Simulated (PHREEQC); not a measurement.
A solution holds 92 mmol/kgw CaCl2 and 69 mmol/kgw Na2SO4, at 90 °C. Closed to the air; pH follows from the charge balance.

Model: ion-association model, wateq4f.dat, run in PHREEQC.

No solid was allowed to form.

Order these S species by the share of S that they hold, largest first: NaSO4-, SO4-2, CaSO4.

SO4-2 (49 %), CaSO4 (42 %), NaSO4- (8.9 %)

The ionic strength is 0.354 mol/kgw. The solution is supersaturated, for example in Gypsum, so a real one may precipitate; this is no full list. Species that the database lacks are ignored. At this temperature some constants are extrapolated from 25 °C, and those without enthalpy data are left unchanged.
